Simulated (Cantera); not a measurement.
# Boron, boron nitride and boron oxide: B + H2 + NH3

Input: 1 mol B, 3.3 mol H2, 2 mol NH3, at 2100 K.

Method: chemical equilibrium by Gibbs-energy minimisation in Cantera with the NASA 1993 tables (ideal gas, pure condensed phases). Candidate condensed phases: B, BN; 15 gas species. Mutual solubility and eutectic melting of coexisting phases are not modelled. The tables' values for BH2 are old estimates; treat these amounts as uncertain. The numbers say what is thermodynamically allowed, not how fast it happens.

```csv
P (Pa),x H2,x H,x N2,x B,x BH2,x BH,n B(s),n BN(s)
10,0.627,0.247,0.119,0.00650,0.000507,8.30e-5,0.940,0
28,0.714,0.157,0.126,0.00232,0.000577,5.29e-5,0.976,0
77,0.770,0.0985,0.130,0.000844,0.000622,3.32e-5,0.988,0
220,0.807,0.0597,0.133,0.000295,0.000652,2.01e-5,0.993,0
600,0.880,0.0377,0.0812,0.000108,0.000711,1.27e-5,0.132,0.862
1700,0.904,0.0227,0.0729,2.40e-5,0.000458,4.79e-6,0,0.997
4600,0.913,0.0139,0.0732,5.37e-6,0.000281,1.78e-6,0,0.998
13000,0.918,0.00828,0.0733,1.13e-6,0.000168,6.30e-7,0,0.999
36000,0.922,0.00498,0.0734,2.45e-7,0.000101,2.28e-7,0,0.999
100000,0.923,0.00299,0.0734,5.29e-8,6.08e-5,8.21e-8,0,1.000
```
x: gas mole fraction; n: condensed amount in mol.

From 0.000100 bar to 0.00220 bar the condensed part is B(s). At 0.00600 bar the condensed part is B(s) + BN(s). From 0.0170 bar to 1.00 bar the condensed part is BN(s). The share of B in condensed phases is highest at 1.00 bar (100.0 %) and lowest at 0.000100 bar (94.0 %).
